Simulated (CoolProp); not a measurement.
Vapour-liquid equilibrium of R125 (1) + R1234yf (2) at 0.021 MPa; x and y are mole fractions of (1).

Values from CoolProp's multi-fluid Helmholtz-energy mixture model, Lemmon 2005 and Lemmon 2022; pair parameters Bell 2023.

**Question.** Give the bubble temperature and the first vapour's composition at x = 0.15, 0.25, 0.95. Is there an azeotrope?

**Answer.** x = 0.15: 209.5 K, y = 0.317; x = 0.25: 207.5 K, y = 0.468; x = 0.95: 198.1 K, y = 0.981. No azeotrope shows between x = 0.05 and 0.95.

The pair parameters rest on a limited set of measurements; away from them the model extrapolates.
